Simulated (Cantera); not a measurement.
Feed: 1 mol NF₃, 0.18 mol H₂O, 5.4 mol N₂, equilibrated at 2273.15 K and 99.0 mbar.

These are equilibrium values from Cantera (NASA tables, ideal gas, pure condensed phases), not measurements of a reactor. Candidate condensed phases: H₂O; 40 gas species. The numbers say what is thermodynamically allowed, not how fast it happens.

Base state: N₂ 0.655, F 0.293, HF 0.0400, O₂ 0.00807, NO 0.00265, O 0.00121, F₂ 1.17e-5 (mole fractions); condensed: gas only.

What changes in the equilibrium state with this change: H₂O from 0.18 to 1.6 mol?


```csv
species,before,after
N₂,0.655,0.600
HF,0.0400,0.306
O₂,0.00807,0.0705
F,0.293,0.000651
H₂O,<1e-9,0.00884
H₂,<1e-9,0.000188
```
